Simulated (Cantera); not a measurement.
Mixture: 16.8 % CO, 6.87 % H₂, 12.3 % O₂, 64.1 % N₂, equivalence ratio 0.96, at 10.0 bar, adiabatic and at constant pressure. Ignition delay is the time to a rise of 400 K.

Detailed kinetics in Cantera: GRI-Mech 3.0 (53 species, 325 reactions). The hydrogen kinetics of GRI-Mech 3.0 are dated; newer H2 mechanisms differ, most at raised pressure. Where the delays flatten at high temperature, the 400 K rule measures the pace of heat release, not the induction time.

**Question.** Predict: delay at 1325 K; delay at 1400 K; delay at 1475 K; delay at 1550 K; delay at 1625 K.

**Answer.** 
```
Quantity           Value
---------------  -------
delay at 1325 K  7.26 µs
delay at 1400 K  4.68 µs
delay at 1475 K  3.47 µs
delay at 1550 K  2.80 µs
delay at 1625 K  2.40 µs
```
